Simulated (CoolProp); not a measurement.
A simple Rankine cycle with R227EA: condensing at 317.15 K, boiler at 1.97 MPa, turbine inlet 474 K, turbine efficiency 0.75, pump efficiency 0.8, no recuperator. Each further row changes one setting.

Computed with CoolProp (reference Helmholtz-energy equation of state, Lemmon 2016).

```tsv
case	thermal efficiency (%)	net work (kJ/kg)	heat in (kJ/kg)	turbine exit temperature (K)	volume ratio over the turbine
as stated	5.4	13.4	248	454.5	2.55
condensing temperature 309.15 K	6.5	16.7	258	450.3	3.18
boiler pressure 1.38 MPa	3.4	8.59	252	462.5	1.77
turbine efficiency 0.65	4.6	11.4	248	456.3	2.56
```
